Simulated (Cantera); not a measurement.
Feed: 1 mol Al, 0.029 mol HI, 0.048 mol N₂, held at 10.0 Torr.

Equilibrium computed with Cantera from the NASA thermochemical tables; the gas is ideal and each condensed phase is pure. Candidate condensed phases: Al, AlI₃, AlN, I₂; 19 gas species. The numbers say what is thermodynamically allowed, not how fast it happens. All values below are at 702 °C.

Base state: H₂ 0.532, AlI₃ 0.298, AlI 0.169, HI 0.000279, I 2.63e-5, Al₂I₆ 1.61e-5 (mole fractions); condensed: Al(l) + AlN(s).

Q: What changes in the equilibrium state with this change: N₂ from 0.048 to 5.4 mol?

A: 
```json
[
 {"species": "N₂", "before": "<1e-9", "after": "0.992"},
 {"species": "I", "before": "2.63e-5", "after": "0.00348"},
 {"species": "HI", "before": "0.000279", "after": "0.00217"},
 {"species": "H₂", "before": "0.532", "after": "0.00185"},
 {"species": "AlI₃", "before": "0.298", "after": "1.87e-5"},
 {"species": "AlI", "before": "0.169", "after": "<1e-9"},
 {"species": "I₂", "before": "4.82e-9", "after": "8.42e-5"},
 {"species": "Al₂I₆", "before": "1.61e-5", "after": "<1e-9"},
 {"species": "Al(l), mol", "before": "0.891", "after": "0"},
 {"species": "AlN(s), mol", "before": "0.0960", "after": "1.000"}
]
```
